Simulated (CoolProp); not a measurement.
Vapour-liquid equilibrium of cyclohexane (1) + ethylbenzene (2) at 105 kPa; x and y are mole fractions of (1).

Model: multi-fluid Helmholtz-energy mixture model, Zhou 2014 and Zhou 2012; pair parameters Bell 2016, in CoolProp.

Task: Give the bubble temperature and the first vapour's composition at x = 0.125, 0.425, 0.725. Is there an azeotrope?

Result: x = 0.125: 122.8 °C, y = 0.408; x = 0.425: 101.1 °C, y = 0.791; x = 0.725: 89.5 °C, y = 0.924. No azeotrope shows between x = 0.05 and 0.95.

The pair parameters rest on a limited set of measurements; away from them the model extrapolates.
